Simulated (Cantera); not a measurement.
Cantera run:

```python
import numpy as np
import cantera as ct

gas_names = """
    H HO2 H2 H2O H2O2 Hg O OH O2 O3
""".split()
cond_names = """
    H2O(s) H2O(L) Hg(cr) Hg(L) HgO(s)
""".split()


# ... load() reads the species with a 1 bar reference pressure and builds the phases ...
atoms = {
    'HgO': {'Hg': 1, 'O': 1},
    'O2': {'O': 2},
    'H2': {'H': 2},
}
top_T = {}  # K; cautious upper limits of use, not melting points


# ... equilibrate(T, P, feed) seeds the gas with the atoms and calls Mixture.equilibrate('TP', solver="vcs", rtol=1e-11, max_steps=5000) ...
results = []
feed = {'HgO': 1, 'O2': 0.084, 'H2': 0.11}  # mol
T = 725  # K
P = 200  # Pa
mix = equilibrate(T, P, feed)
results.append((T, P, feed, dict(zip(mix.species_names, mix.species_moles))))
x = sorted(zip(gas.X, gas.species_names), reverse=True)
print(f"T = {T:g} K  P = {P:g} Pa  gas = {mix.phase_moles(0):.4g} mol")
print("   x: " + "  ".join(f"{s} {v:.3e}" for v, s in x if v > 1e-05))
print("   condensed (mol): " + ("  ".join(f"{mix.phase(i).name} {mix.phase_moles(i):.4g}"
      for i in range(1, mix.n_phases) if mix.phase_moles(i) > 1e-12) or "none"))
```

Result:

```
T = 725 K  P = 200 Pa  gas = 1.639 mol
   x: Hg 6.101e-01  O2 3.228e-01  H2O 6.711e-02
   condensed (mol): none
```

Equilibrium computed with Cantera from the NASA thermochemical tables; the gas is ideal and each condensed phase is pure.
